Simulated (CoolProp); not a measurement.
Vapour-liquid equilibrium of m-xylene (1) + n-nonane (2) at 112.65 °C; x and y are mole fractions of (1).

Model: multi-fluid Helmholtz-energy mixture model, Zhou 2012 and Lemmon 2006; pair parameters Bell 2016, in CoolProp.

```json
[
 {"x": "0.05", "bubble pressure (bar)": "0.3425", "y at the bubble point": "0.092", "dew pressure at overall composition x (bar)": "0.3352", "liquid density (mol/L)": "5.093"},
 {"x": "0.2", "bubble pressure (bar)": "0.3827", "y at the bubble point": "0.306", "dew pressure at overall composition x (bar)": "0.3623", "liquid density (mol/L)": "5.357"},
 {"x": "0.35", "bubble pressure (bar)": "0.4135", "y at the bubble point": "0.463", "dew pressure at overall composition x (bar)": "0.3914", "liquid density (mol/L)": "5.648"},
 {"x": "0.5", "bubble pressure (bar)": "0.4369", "y at the bubble point": "0.591", "dew pressure at overall composition x (bar)": "0.4207", "liquid density (mol/L)": "5.972"},
 {"x": "0.65", "bubble pressure (bar)": "0.4541", "y at the bubble point": "0.706", "dew pressure at overall composition x (bar)": "0.4464", "liquid density (mol/L)": "6.333"},
 {"x": "0.8", "bubble pressure (bar)": "0.4656", "y at the bubble point": "0.822", "dew pressure at overall composition x (bar)": "0.4639", "liquid density (mol/L)": "6.737"},
 {"x": "0.95", "bubble pressure (bar)": "0.4709", "y at the bubble point": "0.951", "dew pressure at overall composition x (bar)": "0.4709", "liquid density (mol/L)": "7.192"}
]
```

No azeotrope shows between x = 0.05 and 0.95.

The pair parameters rest on a limited set of measurements; away from them the model extrapolates.
